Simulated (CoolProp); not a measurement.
Vapour-liquid equilibrium of R143a (1) + n-butane (2) at 267.2 K; x and y are mole fractions of (1).

Model: multi-fluid Helmholtz-energy mixture model, Lemmon and Jacobsen 2000 and Bücker 2006; pair parameters Bell 2016, in CoolProp.

| x | bubble pressure, mixture model (MPa) | bubble pressure, Raoult's law (MPa) | y, mixture model | y, Raoult's law |
|---|---|---|---|---|
| 0.05 | 0.1663 | 0.1035 | 0.513 | 0.248 |
| 0.15 | 0.2770 | 0.1466 | 0.719 | 0.525 |
| 0.25 | 0.3393 | 0.1896 | 0.780 | 0.676 |
| 0.35 | 0.3762 | 0.2327 | 0.809 | 0.771 |
| 0.45 | 0.4009 | 0.2758 | 0.829 | 0.837 |
| 0.55 | 0.4209 | 0.3188 | 0.846 | 0.884 |
| 0.65 | 0.4401 | 0.3619 | 0.865 | 0.921 |
| 0.75 | 0.4602 | 0.4050 | 0.889 | 0.949 |
| 0.85 | 0.4815 | 0.4480 | 0.921 | 0.973 |
| 0.95 | 0.5028 | 0.4911 | 0.969 | 0.992 |

The largest gap from Raoult's law is +88.9 % in bubble pressure, at x = 0.15. No azeotrope shows between x = 0.05 and 0.95.

Pair parameters are fitted to limited data, so mixtures are less certain than the pure fluids. With so large a gap from Raoult's law the liquid may split in two, which this calculation doesn't test in full.
